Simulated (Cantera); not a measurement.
Cantera run:

```python
import numpy as np
import cantera as ct

gas_names = """
    C CN CO CO2 C2 CCN CNC C2N2 C2O C3 C3O2 C4 C4N2 C5 N NCO NO NO2 NO3 N2 N2O O O2 O3 Ti TiO TiO2
""".split()
cond_names = """
    C(gr) Ti(a) Ti(b) Ti(L) TiC(s) TiC(L) TiN(s) TiN(L) TiO(a) TiO(b) TiO(L) TiO2(ru) TiO2(L) Ti2O3(a)
    Ti2O3(b) Ti2O3(L) Ti3O5(a) Ti3O5(b) Ti3O5(L) Ti4O7(s) Ti4O7(L)
""".split()


# ... load() reads the species with a 1 bar reference pressure and builds the phases ...
atoms = {
    'Ti': {'Ti': 1},
    'CO': {'C': 1, 'O': 1},
    'N2': {'N': 2},
    'CO2': {'C': 1, 'O': 2},
}
top_T = {'C(gr)': 4500}  # K; cautious upper limits of use, not melting points


# ... equilibrate(T, P, feed) seeds the gas with the atoms and calls Mixture.equilibrate('TP', solver="vcs", rtol=1e-11, max_steps=5000) ...
results = []
feed = {'Ti': 1, 'CO': 0.55, 'N2': 8, 'CO2': 2.7}  # mol
for P in [10, 41, 160, 670, 2700, 11000, 45000, 180000, 740000, 3000000]:
    for T in [748, 898, 1048, 1198, 1348, 1498, 1648, 1798, 1948]:
        mix = equilibrate(T, P, feed)
        results.append((T, P, feed, dict(zip(mix.species_names, mix.species_moles))))

for T, P, feed, n in results:
    print(f"{T:7g} {P:10.4g}  " + (" + ".join(c for c in cond_names if n.get(c, 0) > 1e-12) or "gas only"))
```

Result:

```
    748         10  TiO2(ru)
    898         10  TiO2(ru)
   1048         10  TiO2(ru)
   1198         10  TiO2(ru)
   1348         10  TiO2(ru)
   1498         10  TiO2(ru)
   1648         10  TiO2(ru)
   1798         10  TiO2(ru)
   1948         10  TiO2(ru)
    748         41  TiO2(ru)
    898         41  TiO2(ru)
   1048         41  TiO2(ru)
   1198         41  TiO2(ru)
   1348         41  TiO2(ru)
   1498         41  TiO2(ru)
   1648         41  TiO2(ru)
   1798         41  TiO2(ru)
   1948         41  TiO2(ru)
    748        160  TiO2(ru)
    898        160  TiO2(ru)
   1048        160  TiO2(ru)
   1198        160  TiO2(ru)
   1348        160  TiO2(ru)
   1498        160  TiO2(ru)
   1648        160  TiO2(ru)
   1798        160  TiO2(ru)
   1948        160  TiO2(ru)
    748        670  C(gr) + TiO2(ru)
    898        670  TiO2(ru)
   1048        670  TiO2(ru)
   1198        670  TiO2(ru)
   1348        670  TiO2(ru)
   1498        670  TiO2(ru)
   1648        670  TiO2(ru)
   1798        670  TiO2(ru)
   1948        670  TiO2(ru)
    748       2700  C(gr) + TiO2(ru)
    898       2700  TiO2(ru)
   1048       2700  TiO2(ru)
   1198       2700  TiO2(ru)
   1348       2700  TiO2(ru)
   1498       2700  TiO2(ru)
   1648       2700  TiO2(ru)
   1798       2700  TiO2(ru)
   1948       2700  TiO2(ru)
    748    1.1e+04  C(gr) + TiO2(ru)
    898    1.1e+04  TiO2(ru)
   1048    1.1e+04  TiO2(ru)
   1198    1.1e+04  TiO2(ru)
   1348    1.1e+04  TiO2(ru)
   1498    1.1e+04  TiO2(ru)
   1648    1.1e+04  TiO2(ru)
   1798    1.1e+04  TiO2(ru)
   1948    1.1e+04  TiO2(ru)
    748    4.5e+04  C(gr) + TiO2(ru)
    898    4.5e+04  C(gr) + TiO2(ru)
   1048    4.5e+04  TiO2(ru)
   1198    4.5e+04  TiO2(ru)
   1348    4.5e+04  TiO2(ru)
   1498    4.5e+04  TiO2(ru)
   1648    4.5e+04  TiO2(ru)
   1798    4.5e+04  TiO2(ru)
   1948    4.5e+04  TiO2(ru)
    748    1.8e+05  C(gr) + TiO2(ru)
    898    1.8e+05  C(gr) + TiO2(ru)
   1048    1.8e+05  TiO2(ru)
   1198    1.8e+05  TiO2(ru)
   1348    1.8e+05  TiO2(ru)
   1498    1.8e+05  TiO2(ru)
   1648    1.8e+05  TiO2(ru)
   1798    1.8e+05  TiO2(ru)
   1948    1.8e+05  TiO2(ru)
    748    7.4e+05  C(gr) + TiO2(ru)
    898    7.4e+05  C(gr) + TiO2(ru)
   1048    7.4e+05  C(gr) + TiO2(ru)
   1198    7.4e+05  TiO2(ru)
   1348    7.4e+05  TiO2(ru)
   1498    7.4e+05  TiO2(ru)
   1648    7.4e+05  TiO2(ru)
   1798    7.4e+05  TiO2(ru)
   1948    7.4e+05  TiO2(ru)
    748      3e+06  C(gr) + TiO2(ru)
    898      3e+06  C(gr) + TiO2(ru)
   1048      3e+06  C(gr) + TiO2(ru)
   1198      3e+06  TiO2(ru)
   1348      3e+06  TiO2(ru)
   1498      3e+06  TiO2(ru)
   1648      3e+06  TiO2(ru)
   1798      3e+06  TiO2(ru)
   1948      3e+06  TiO2(ru)
```

These are equilibrium values from Cantera (NASA tables, ideal gas, pure condensed phases), not measurements of a reactor.
